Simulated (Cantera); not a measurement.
What does this Cantera script print?

```python
import numpy as np
import cantera as ct

gas = ct.Solution("gri30.yaml")
gas.TPX = 450, 500000, {'CO': 1, 'H2': 0.054, 'CH4': 0.5, 'O2': 1.39, 'N2': 5.22, 'H2O': 0.68}
flame = ct.FreeFlame(gas, width=0.013)
flame.set_refine_criteria(ratio=3, slope=0.08, curve=0.16)
flame.transport_model = "unity-Lewis-number"
flame.solve(loglevel=0, auto=True)
z, T = flame.grid, flame.T
thick = (T[-1] - T[0]) / np.gradient(T, z).max()
show = ['CO', 'H2', 'CH4', 'NO', 'CO2', 'C2H6']
print(f"laminar burning velocity  {flame.velocity[0] * 100:.3f} cm/s")
print(f"burnt temperature         {T[-1]:.1f} K")
print(f"thermal thickness         {thick * 1e3:.4f} mm")
print(f"grid points               {len(z)}")
z0 = z[flame.heat_release_rate.argmax()]
print(f"{'z/mm':>9s}{'T/K':>9s}{'u/(m/s)':>9s}" + "".join(f"{s:>11s}" for s in show))
rows = []
for k in (-3, -2, -1.5, -1, -0.5, -0.25, 0, 0.25, 0.5, 1, 2, 4, 8):
    zz = z0 + k * thick
    rows.append([k * thick, np.interp(zz, z, T), np.interp(zz, z, flame.velocity),
                 *(np.interp(zz, z, flame.X[gas.species_index(s)]) for s in show)])
    print(f"{rows[-1][0] * 1e3:9.3f}{rows[-1][1]:9.1f}{rows[-1][2]:9.3f}" + "".join(f"{x:11.3e}" for x in rows[-1][3:]))
```

It prints:

```
laminar burning velocity  38.054 cm/s
burnt temperature         2287.5 K
thermal thickness         0.1256 mm
grid points               139
     z/mm      T/K  u/(m/s)         CO         H2        CH4         NO        CO2       C2H6
   -0.377    450.6    0.381  1.131e-01  6.109e-03  5.652e-02  1.415e-09  2.977e-05  2.034e-07
   -0.251    455.2    0.385  1.130e-01  6.135e-03  5.635e-02  1.342e-08  2.734e-04  1.868e-06
   -0.188    470.2    0.398  1.127e-01  6.220e-03  5.582e-02  5.605e-08  1.071e-03  7.318e-06
   -0.126    558.8    0.472  1.110e-01  6.726e-03  5.265e-02  4.239e-07  5.839e-03  3.990e-05
   -0.063    983.0    0.828  1.021e-01  9.365e-03  3.622e-02  4.603e-06  3.054e-02  2.044e-04
   -0.031   1386.4    1.164  9.265e-02  1.217e-02  1.912e-02  1.100e-05  5.676e-02  2.700e-04
    0.000   1803.7    1.507  7.757e-02  1.367e-02  2.750e-03  1.928e-05  9.001e-02  2.067e-05
    0.031   1987.6    1.648  5.819e-02  1.195e-02  5.010e-05  2.721e-05  1.147e-01  1.020e-08
    0.063   2070.3    1.706  4.789e-02  1.147e-02  6.476e-07  3.202e-05  1.262e-01  2.361e-12
    0.126   2151.8    1.761  3.998e-02  1.010e-02  5.584e-10  3.771e-05  1.352e-01  1.491e-17
    0.251   2214.7    1.804  3.444e-02  8.507e-03  5.622e-14  4.426e-05  1.417e-01  7.425e-23
    0.502   2255.4    1.831  3.077e-02  7.437e-03  5.563e-15  5.164e-05  1.459e-01  2.081e-27
    1.005   2276.7    1.845  2.885e-02  6.893e-03  6.292e-15  5.976e-05  1.481e-01  9.620e-28
```

Detailed kinetics in Cantera: GRI-Mech 3.0 (53 species, 325 reactions). Unity Lewis numbers drop preferential diffusion, which matters most where H2 and H carry the flame. Burning velocities carry a grid error of a few per cent, more on coarse grids.
